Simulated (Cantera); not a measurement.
A closed system holds: 1 mol SiHCl₃, 5.8 mol NH₃, 0.15 mol H₂, at 1227 °C.

Method: chemical equilibrium by Gibbs-energy minimisation in Cantera with the NASA 1993 tables (ideal gas, pure condensed phases). Candidate condensed phases: NH₄Cl, Si, Si₃N₄; 28 gas species. The tables' values for SiCl, SiCl₃ are old estimates; treat these amounts as uncertain. Kinetics and transport are ignored.

### Question
At 0.0375 Torr, list the 7 most abundant gas species with their mole fractions, and the condensed phases.

### Answer
H₂ 0.626, N₂ 0.211, HCl 0.105, SiCl₂ 0.0562, H 0.00197, Cl 0.000265, Si 0.000210. Condensed: Si(s).
